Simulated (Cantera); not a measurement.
Thermodynamics of carbon deposition, reforming and gasification, feed C2H2 + O2

Charge: 1 mol C2H2, a varied amount of O2, held at 2575 °C and 7.50 Torr.

Cantera equilibrium calculation (NASA polynomials, part measured and part estimated; ideal gas, pure solids and liquids). Candidate condensed phases: C, C6H6, C7H8, C8H18, H2O; 110 gas species. Kinetics and transport are ignored.

| n(O2) (mol) | x CO | x H | x H2 | x O | x C2H2 (acetylene) | x H2O | x OH | n C(graphite) |
|---|---|---|---|---|---|---|---|---|
| 0.076 | 0.0942 | 0.554 | 0.328 | 1.85e-9 | 0.0128 | 3.56e-9 | 1.76e-9 | 1.76 |
| 0.17 | 0.187 | 0.512 | 0.280 | 3.67e-9 | 0.0110 | 6.01e-9 | 3.22e-9 | 1.57 |
| 0.27 | 0.264 | 0.475 | 0.241 | 5.20e-9 | 0.00943 | 7.33e-9 | 4.23e-9 | 1.37 |
| 0.36 | 0.322 | 0.447 | 0.214 | 6.32e-9 | 0.00834 | 7.89e-9 | 4.84e-9 | 1.19 |
| 0.46 | 0.375 | 0.420 | 0.189 | 7.36e-9 | 0.00737 | 8.12e-9 | 5.30e-9 | 0.983 |
| 0.55 | 0.415 | 0.399 | 0.170 | 8.16e-9 | 0.00665 | 8.11e-9 | 5.58e-9 | 0.800 |
| 0.64 | 0.450 | 0.380 | 0.154 | 8.85e-9 | 0.00604 | 7.99e-9 | 5.76e-9 | 0.617 |
| 0.74 | 0.484 | 0.361 | 0.140 | 9.52e-9 | 0.00546 | 7.77e-9 | 5.89e-9 | 0.414 |
| 0.83 | 0.511 | 0.346 | 0.128 | 1.00e-8 | 0.00502 | 7.54e-9 | 5.96e-9 | 0.231 |
| 0.93 | 0.537 | 0.331 | 0.118 | 1.06e-8 | 0.00459 | 7.26e-9 | 6.00e-9 | 0.0271 |
| 1 | 0.557 | 0.328 | 0.115 | 2.21e-6 | 1.10e-7 | 1.48e-6 | 1.24e-6 | 0 |
| 1.1 | 0.537 | 0.308 | 0.101 | 0.0205 | <1e-12 | 0.0122 | 0.0108 | 0 |
x: gas mole fraction; n: condensed amount in mol.

From 0.076 mol O2 to 0.93 mol O2 the condensed part is C(graphite). From 1 mol O2 to 1.1 mol O2 nothing is condensed. The main C-bearing gas is CO throughout.
